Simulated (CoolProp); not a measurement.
Vapour pressure (MPa) of fluorine: the reference equation beside estimates from Tc = -128.7 °C, pc = 5.240 MPa, ω = 0.045.

Model: reference Helmholtz-energy equation of state, de Reuck 1990, in CoolProp.

```json
[
 {"T (°C)": "-205.45", "reference": "0.007874", "Redlich-Kwong": "0.004621", "Peng-Robinson": "0.008786"},
 {"T (°C)": "-199.65", "reference": "0.02147", "Redlich-Kwong": "0.01508", "Peng-Robinson": "0.02328"},
 {"T (°C)": "-193.85", "reference": "0.04983", "Redlich-Kwong": "0.03966", "Peng-Robinson": "0.05286"},
 {"T (°C)": "-187.95", "reference": "0.1032", "Redlich-Kwong": "0.08968", "Peng-Robinson": "0.1077"},
 {"T (°C)": "-182.15", "reference": "0.1912", "Redlich-Kwong": "0.1763", "Peng-Robinson": "0.1969"},
 {"T (°C)": "-176.35", "reference": "0.3270", "Redlich-Kwong": "0.3142", "Peng-Robinson": "0.3339"},
 {"T (°C)": "-170.55", "reference": "0.5246", "Redlich-Kwong": "0.5186", "Peng-Robinson": "0.5325"},
 {"T (°C)": "-164.65", "reference": "0.8037", "Redlich-Kwong": "0.8100", "Peng-Robinson": "0.8129"},
 {"T (°C)": "-158.85", "reference": "1.170", "Redlich-Kwong": "1.193", "Peng-Robinson": "1.181"},
 {"T (°C)": "-153.05", "reference": "1.643", "Redlich-Kwong": "1.687", "Peng-Robinson": "1.659"}
]
```

Absolute difference from the reference over all 10 rows, mean and median: Redlich-Kwong 12.3 and 5.9 %, Peng-Robinson 4.0 and 2.5 %.
